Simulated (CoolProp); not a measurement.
Carbon dioxide along the isobar 28.9 MPa: Z from the reference equation and from simpler models built on Tc = 304.1 K, pc = 7.377 MPa, ω = 0.224; each cubic takes its own stable root.

Model: reference Helmholtz-energy equation of state, Span 1996, in CoolProp.

```csv
T (K),phase,reference
269.8,liquid,0.5337
281.4,liquid,0.5317
293,liquid,0.5323
304.6,supercritical,0.5359
316.3,supercritical,0.5427
327.9,supercritical,0.5531
339.5,supercritical,0.5675
351.1,supercritical,0.5862
362.7,supercritical,0.6091
374.4,supercritical,0.6358
386,supercritical,0.6647
```

How far does each simpler model (van der Waals, Redlich-Kwong, Soave-Redlich-Kwong, Peng-Robinson) lie from the reference over these 11 states: mean and median of the absolute difference, and the worst?


- van der Waals: mean 29.1 %, median 30.7 %, worst +45.0 % at 269.8 K and 28.9 MPa
- Redlich-Kwong: mean 6.7 %, median 7.8 %, worst +8.9 % at 269.8 K and 28.9 MPa
- Soave-Redlich-Kwong: mean 9.7 %, median 10.0 %, worst +11.4 % at 362.7 K and 28.9 MPa
- Peng-Robinson: mean 2.5 %, median 2.6 %, worst -4.4 % at 269.8 K and 28.9 MPa
